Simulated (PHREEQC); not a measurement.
Solution (20 °C): 0.05 mol CdSO4, 0.022 mol KCl and 0.024 mol HCl per kg of water. Closed to the air; pH follows from the charge balance.

All values are PHREEQC results (ion-association model, wateq4f.dat), not measurements.

| quantity | before | after |
|---|---|---|
| pH | 1.93 | 2.10 |
| ionic strength (mol/kgw) | 0.129 | 0.122 |
| Cl- (mol/kgw) | 0.0280 | 0.0270 |
| SO4-2 (mol/kgw) | 0.0211 | 0.0182 |
| Cd+2 (mol/kgw) | 0.0178 | 0.0182 |
| SI of CdOHCl (CdOHCl) | -5.57 | -4.77 |

Question: Name the change that produced these shifts.
A. diluted 2-fold with water
B. diluted 5-fold with water
C. KCl replaced by KBr at the same molality
D. temperature from 20 to 60 °C
E. temperature from 20 to 10 °C

Answer: D, temperature from 20 to 60 °C

No solid was allowed to form. Away from 25 °C the constants follow the database's enthalpies or fits; those with neither stay at their 25 °C values.
